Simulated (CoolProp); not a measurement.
Vapour-liquid equilibrium of CHF3 (R23) (1) + sulfur hexafluoride (2) at 8.41 bar; x and y are mole fractions of (1).

Values from CoolProp's multi-fluid Helmholtz-energy mixture model, Penoncello 2003 and Guder 2009; pair parameters Bell 2016.

| x | bubble temperature (°C) | y at the bubble point | dew temperature at overall composition x (°C) | liquid density (mol/L) |
|---|---|---|---|---|
| 0.05 | -19.4 | 0.176 | -15.3 | 11.63 |
| 0.125 | -25.1 | 0.342 | -17.7 | 12.06 |
| 0.2 | -28.7 | 0.443 | -20.2 | 12.43 |
| 0.275 | -31.1 | 0.510 | -22.8 | 12.79 |
| 0.35 | -32.7 | 0.560 | -25.4 | … |
| 0.425 | -33.8 | 0.601 | -28.1 | 13.53 |
| 0.5 | -34.7 | 0.638 | -30.7 | 13.94 |
| 0.575 | -35.4 | 0.673 | -33.1 | 14.39 |
| 0.65 | -35.9 | … | -35.0 | 14.88 |
| 0.725 | -36.2 | 0.753 | -36.0 | 15.42 |
| 0.8 | -36.3 | 0.802 | -36.3 | 16.01 |
| 0.875 | -36.2 | 0.861 | -36.1 | 16.64 |
| 0.95 | -35.7 | 0.937 | -35.6 | … |

### Question
Some entries are withheld; supply them.

### Answer

- 0.35, liquid density (mol/L): 13.15
- 0.65, y at the bubble point: 0.711
- 0.95, liquid density (mol/L): 17.33

y crosses x between x = 0.8 and 0.875: the model has an azeotrope there.

The pair parameters rest on a limited set of measurements; away from them the model extrapolates.
